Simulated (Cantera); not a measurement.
Hydrocarbon pyrolysis for carbon deposition

A perfectly stirred reactor is fed with C2H6 : N2 = 1 : 6.1 (molar parts), at 0.0900 Torr; it is held at 1300 K, and followed from long to short residence time.

Cantera simulation using GRI-Mech 3.0 (53 species, 325 reactions); the numbers are that mechanism's predictions, not measurements. GRI-Mech 3.0 stops at C3 and has no aromatics, soot or wall deposition, so with more carbon than oxygen in the feed, carbon stays in small species such as C2H2 where larger ones or solid carbon would form. Radical loss at walls, strong at low pressure, is not modelled.

```
τ (s)   x C2H6    x C2H4      x H2     x CH3     x HCN    x C2H2     x CH4
------  ------  --------  --------  --------  --------  --------  --------
5.0     0.0275    0.0474    0.0693   0.00307   2.37e-8    0.0240    0.0527
1.3     0.0735    0.0393    0.0383   0.00415   1.18e-8   0.00545    0.0247
0.31     0.126   0.00949   0.00849   0.00230   3.16e-9  0.000178   0.00325
0.079    0.139  0.000757  0.000717  0.000681  2.29e-10   9.92e-7  0.000238
0.020    0.141   1.96e-5   1.86e-5  0.000202    <1e-12  9.83e-10   1.78e-5
0.0050   0.141   3.30e-7   2.70e-7   5.39e-5    <1e-12  1.16e-12   1.19e-6
0.0013   0.141   6.07e-9   3.67e-9   1.43e-5    <1e-12    <1e-12   8.16e-8
```
x: mole fraction; the columns are a selection and need not sum to one.
